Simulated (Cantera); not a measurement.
Input: 1 mol Si, 3.1 mol HCl, 10 mol H₂, equilibrated at 1.30 bar.

Equilibrium computed with Cantera from the NASA thermochemical tables; the gas is ideal and each condensed phase is pure. Candidate condensed phases: Si; 19 gas species. Equilibrium is a limit: real reactors are often held back by kinetics, nucleation or transport.

Task: What share of the Si ends up in condensed phases as a function of T (K), at 500, 600, 700, 800, 900, 1000, 1100, 1200, 1300, 1400, 1500, 1600?

Result: 
```csv
T (K),Si condensed (%),as
500,11.0,Si(s)
600,11.1,Si(s)
700,11.4,Si(s)
800,11.8,Si(s)
900,12.8,Si(s)
1000,14.6,Si(s)
1100,17.5,Si(s)
1200,21.2,Si(s)
1300,24.6,Si(s)
1400,26.1,Si(s)
1500,25.3,Si(s)
1600,23.3,Si(s)
```
